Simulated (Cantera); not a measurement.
Hydrogen reduction and annealing atmospheres: Ta2O5 + H2

A closed system holds: 1 mol Ta2O5, a varied amount of H2, held at 1000 K and 1.10 mbar.

Method: chemical equilibrium by Gibbs-energy minimisation in Cantera with the NASA 1993 tables (ideal gas, pure condensed phases). Candidate condensed phases: H2O, Ta, Ta2O5; 12 gas species. Condensed phases not in the tables: N, O or C dissolved in the metal. The numbers say what is thermodynamically allowed, not how fast it happens.

```tsv
n(H2) (mol)	x H2	x H2O	x H	n Ta2O5(s)	n Ta(s)
360	1.00	1.94e-7	6.84e-8	1.000	0
430	1.00	1.94e-7	6.84e-8	1.000	0
510	1.00	1.94e-7	6.84e-8	1.000	0
610	1.00	1.94e-7	6.84e-8	1.000	0
730	1.00	1.94e-7	6.84e-8	1.000	0
870	1.00	1.94e-7	6.84e-8	1.000	0
1000	1.00	1.94e-7	6.84e-8	1.000	0
1200	1.00	1.94e-7	6.84e-8	1.000	0
1500	1.00	1.94e-7	6.84e-8	1.000	0
1800	1.00	1.94e-7	6.84e-8	1.000	0
2100	1.00	1.94e-7	6.84e-8	1.000	0
2500	1.00	1.94e-7	6.84e-8	1.000	0
3000	1.00	1.94e-7	6.84e-8	1.000	0.000233
```
x: gas mole fraction; n: condensed amount in mol.

From 360 mol H2 to 2500 mol H2 the condensed part is Ta2O5(s). At 3000 mol H2 the condensed part is Ta(s) + Ta2O5(s).
